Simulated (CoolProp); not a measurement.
Saturation properties of dodecamethylpentasiloxane (MD3M).

The numbers come from the reference Helmholtz-energy equation of state, Thol 2019 in CoolProp.

| T (K) | p (MPa) | vapour density (kg/m³) | liquid cp (kJ/(kg K)) |
|---|---|---|---|
| 333.5 | 0.0001104 | 0.01533 | 1.791 |
| 346.9 | 0.0002654 | 0.03546 | 1.822 |
| 360.3 | 0.0005858 | 0.07543 | 1.851 |
| 373.7 | (withheld) | (withheld) | 1.880 |
| 387.1 | 0.002297 | 0.2765 | 1.908 |
| 400.4 | (withheld) | 0.4830 | (withheld) |
| 413.8 | (withheld) | 0.8070 | 1.965 |
| 427.2 | 0.01165 | (withheld) | 1.993 |
| 440.6 | 0.01837 | 1.993 | 2.021 |

What belongs in the gaps?


- 373.7, p (MPa): 0.001199
- 373.7, vapour density (kg/m³): 0.1491
- 400.4, p (MPa): 0.004135
- 400.4, liquid cp (kJ/(kg K)): 1.936
- 413.8, p (MPa): 0.007102
- 427.2, vapour density (kg/m³): 1.292

It boils at 503.0 K under 1 atm.
